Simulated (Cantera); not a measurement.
A closed system holds: 1 mol C₆H₆, 0.87 mol H₂, 0.28 mol N₂, equilibrated at 2923 K and 2.00 bar.

Cantera equilibrium calculation (NASA polynomials, part measured and part estimated; ideal gas, pure solids and liquids). Candidate condensed phases: C, C₆H₆, C₇H₈, C₈H₁₈; 92 gas species. Rates play no part.

Base state: H₂ 0.796, H 0.0782, N₂ 0.0452, C₂H₂ (acetylene) 0.0394, HCN 0.0331, HNC 0.00586, C₄H₂ 0.000812, C₂H 0.000593 (mole fractions); condensed: C(graphite).

Q: What changes in the equilibrium state with this change: pressure from 2.00 bar to 0.100 bar?

A: 
```
species             before    after
----------------  --------  -------
H₂                   0.796    0.591
H                   0.0782    0.301
N₂                  0.0452   0.0405
C₂H₂ (acetylene)    0.0394   0.0292
HCN                 0.0331   0.0270
CH₄               0.000107  2.96e-6
C₂H₄               1.27e-5  3.50e-7
C(graphite), mol      5.47     5.49
```
